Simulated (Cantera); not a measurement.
An isothermal, constant-pressure homogeneous reactor starts with C₂H₆ : N₂ = 1 : 1 (molar parts), at 1625 K and 0.0267 bar.

Computed with Cantera and GRI-Mech 3.0 (53 species, 325 reactions). GRI-Mech 3.0 stops at C3 and has no aromatics, soot or wall deposition, so with more carbon than oxygen in the feed, carbon stays in small species such as C2H2 where larger ones or solid carbon would form. Radical loss at walls, strong at low pressure, is not modelled.

One state of this run: x C₂H₆ = 4.39e-5; x HCN = 2.34e-7; x H = 0.000145; x CH₂ = 2.76e-7; x C₂H = 3.21e-7. x: mole fraction; the columns are a selection and need not sum to one.

Which value of t (s) does it belong to?
A. 3.08
B. 9.00e-5
C. 0.0949
D. 0.0166

C, 0.0949
